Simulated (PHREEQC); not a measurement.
Make-up at 25 °C: 0.0021 mol/kgw Ba(NO3)2, 0.00017 mol/kgw NaNO3 and 0.021 mol/kgw Cu(NO3)2. Closed to the air; pH follows from the charge balance.

Computed with PHREEQC (ion-association model, wateq4f.dat).

Precipitation was switched off in this run.

Problem. Predict the pH.

Solution. pH 4.58.
